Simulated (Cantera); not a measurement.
Feed: 1 mol Cu2O, 30 mol H2, 1 mol N2, at 700 °C and 7.50 Torr.

Method: chemical equilibrium by Gibbs-energy minimisation in Cantera with the NASA 1993 tables (ideal gas, pure condensed phases). Candidate condensed phases: Cu, CuO, Cu(OH)2, Cu2O, H2O; 27 gas species. Kinetics and transport are ignored.

Base state: H2 0.935, H2O 0.0323, N2 0.0323 (mole fractions); condensed: Cu(s).

### Question
What changes in the equilibrium state with this change: Cu2O replaced by PbO?

### Answer
| species | before | after |
|---|---|---|
| H2 | 0.935 | 0.935 |
| H2O | 0.0323 | 0.0322 |
| N2 | 0.0323 | 0.0322 |
| Pb | 0 | 0.000878 |
| Cu(s), mol | 2.00 | 0 |
| Pb(l), mol | 0 | 0.973 |
Further candidate phases: Pb, PbO, PbO2, Pb3O4.

### Question
What changes in the equilibrium state with this change: temperature from 700 °C to 1877 °C?

### Answer
```
species      before     after
----------  -------  --------
H2            0.935     0.842
Cu            <1e-9    0.0594
H           1.05e-8    0.0387
H2O          0.0323    0.0295
N2           0.0323    0.0297
OH            <1e-9  0.000175
Cu2           <1e-9   1.49e-5
Cu(s), mol     2.00         0
```
